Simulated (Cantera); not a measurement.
A freely propagating, adiabatic, planar premixed flame of CO : H₂ : CH₄ : O₂ : N₂ : H₂O = 1 : 0.55 : 0.04 : 1.22 : 5.74 : 2 (molar parts), unburnt at 450 K and 80000 Pa; mixture-averaged transport, grid criteria slope 0.08 and curve 0.16, no radiation.

Model: GRI-Mech 3.0 (53 species, 325 reactions), integrated in Cantera. Burning velocities carry a grid error of a few per cent, more on coarse grids.

Question: How do the results move with these cheaper or finer settings: unity-Lewis-number transport; multicomponent transport; multicomponent+Soret transport; grid criteria slope 0.5, curve 1; grid criteria slope 0.25, curve 0.5; grid criteria slope 0.03, curve 0.06?

Answer: 
```
setting                               laminar burning velocity  thermal thickness  peak x(C₂H₄)  peak x(C₂H)  grid points
------------------------------------  ------------------------  -----------------  ------------  -----------  -----------
as above                                             33.0 cm/s            1.02 mm       1.47e-7        <1e-8          120
unity-Lewis-number transport                         36.1 cm/s           0.865 mm       9.00e-8        <1e-8          112
multicomponent transport                             34.0 cm/s            1.02 mm       1.49e-7        <1e-8          121
multicomponent+Soret transport                       33.1 cm/s            1.04 mm       1.49e-7        <1e-8          121
grid criteria slope 0.5, curve 1                     33.1 cm/s            1.17 mm       1.68e-7        <1e-8           31
grid criteria slope 0.25, curve 0.5                  33.1 cm/s            1.07 mm       1.53e-7        <1e-8           53
grid criteria slope 0.03, curve 0.06                 33.1 cm/s           0.999 mm       1.45e-7        <1e-8          287
```
The base run took about 13 core-seconds (a rough figure).
Unity Lewis numbers drop preferential diffusion, which matters most where H2 and H carry the flame; Soret adds thermal diffusion.
